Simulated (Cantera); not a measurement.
Thermodynamics of hydrogen reduction and annealing atmospheres, feed NiS + H2 + N2

Charge: 1 mol NiS, 14 mol H2, 3 mol N2, equilibrated at 18.0 Pa.

Equilibrium computed with Cantera from the NASA thermochemical tables; the gas is ideal and each condensed phase is pure. Candidate condensed phases: Ni, NiS, NiS2, Ni3S2, Ni3S4, S; 17 gas species. Metal and sulfide melt together well below either melting point, which pure phases cannot show. Mutual solubility and eutectic melting of coexisting phases are not modelled. Gases not in the tables: S3 to S7. The numbers say what is thermodynamically allowed, not how fast it happens.

```json
[
 {"T (K)": "1050", "x H2": "0.804", "x N2": "0.176", "x S2": "0.000454", "x H2S": "0.0187", "x SH": "2.40e-5", "x H": "5.42e-7", "n Ni3S2(s)": "0.333", "n Ni3S2(l)": "0", "n Ni(s)": "0"},
 {"T (K)": "1125", "x H2": "0.806", "x N2": "0.176", "x S2": "0.00143", "x H2S": "0.0166", "x SH": "7.53e-5", "x H": "2.97e-6", "n Ni3S2(s)": "0", "n Ni3S2(l)": "0.333", "n Ni(s)": "0"},
 {"T (K)": "1200", "x H2": "0.808", "x N2": "0.176", "x S2": "0.00303", "x H2S": "0.0133", "x SH": "0.000181", "x H": "1.32e-5", "n Ni3S2(s)": "0", "n Ni3S2(l)": "0.333", "n Ni(s)": "0"},
 {"T (K)": "1275", "x H2": "0.810", "x N2": "0.176", "x S2": "0.00470", "x H2S": "0.00975", "x SH": "0.000349", "x H": "4.94e-5", "n Ni3S2(s)": "0", "n Ni3S2(l)": "0.333", "n Ni(s)": "0"},
 {"T (K)": "1350", "x H2": "0.808", "x N2": "0.175", "x S2": "0.00803", "x H2S": "0.00791", "x SH": "0.000673", "x H": "0.000160", "n Ni3S2(s)": "0", "n Ni3S2(l)": "0.288", "n Ni(s)": "0.135"},
 {"T (K)": "1425", "x H2": "0.793", "x N2": "0.172", "x S2": "0.0234", "x H2S": "0.00868", "x SH": "0.00161", "x H": "0.000453", "n Ni3S2(s)": "0", "n Ni3S2(l)": "0", "n Ni(s)": "0.999"},
 {"T (K)": "1500", "x H2": "0.794", "x N2": "0.172", "x S2": "0.0242", "x H2S": "0.00602", "x SH": "0.00225", "x H": "0.00117", "n Ni3S2(s)": "0", "n Ni3S2(l)": "0", "n Ni(s)": "0.993"},
 {"T (K)": "1575", "x H2": "0.792", "x N2": "0.171", "x S2": "0.0242", "x H2S": "0.00425", "x SH": "0.00298", "x H": "0.00276", "n Ni3S2(s)": "0", "n Ni3S2(l)": "0", "n Ni(s)": "0.969"}
]
```
x: gas mole fraction; n: condensed amount in mol.

At 1050 K the condensed part is Ni3S2(s). From 1125 K to 1275 K the condensed part is Ni3S2(l). At 1350 K the condensed part is Ni(s) + Ni3S2(l). From 1425 K to 1575 K the condensed part is Ni(s).
